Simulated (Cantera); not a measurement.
A closed system holds: 1 mol HBr, 3.4 mol H2O, at 1552 °C and 11.0 bar.

These are equilibrium values from Cantera (NASA tables, ideal gas, pure condensed phases), not measurements of a reactor. Candidate condensed phases: Br2, H2O; 12 gas species. Rates play no part.

Base state: H2O 0.768, HBr 0.212, Br 0.0121, H2 0.00715, Br2 0.00104, OH 8.43e-5, H 1.12e-5 (mole fractions); condensed: gas only.

Task: What changes in the equilibrium state with this change: temperature from 1552 °C to 2700 °C?

Result: 
```
species   before     after
-------  -------  --------
H2O        0.768     0.653
HBr        0.212     0.108
Br        0.0121    0.0992
H        1.12e-5    0.0126
OH       8.43e-5    0.0324
H2       0.00715    0.0822
O        1.02e-7   0.00304
HO2      2.19e-9   1.86e-5
O2       4.81e-6   0.00958
Br2      0.00104  0.000390
```
